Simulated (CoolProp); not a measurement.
Aqueous propylene glycol as a coolant, at -1 °C, 1 atm.

Model: Melinder's fits for secondary coolants, in CoolProp.

| mass % | freezing point (°C) | Prandtl number | density (kg/m³) | conductivity (W/(m K)) | viscosity (mPa s) |
|---|---|---|---|---|---|
| 11.1 | -3.3 | 23.7 | 1010 | 0.509 | 2.99 |
| 17.8 | -6.1 | 33.5 | 1018 | 0.480 | 4.05 |
| 24.6 | -9.6 | 48.8 | 1026 | 0.450 | 5.67 |
| 31.3 | -13.6 | 71.8 | ? | 0.422 | 8.02 |
| 38 | -18.8 | 106 | 1041 | 0.395 | 11.4 |
| 44.7 | -25.4 | 153 | ? | ? | 15.9 |
| 51.5 | -34.4 | 217 | 1052 | 0.344 | 21.8 |

### Question
Fill in the missing entries.

### Answer

- 31.3, density (kg/m³): 1033
- 44.7, density (kg/m³): 1047
- 44.7, conductivity (W/(m K)): 0.369
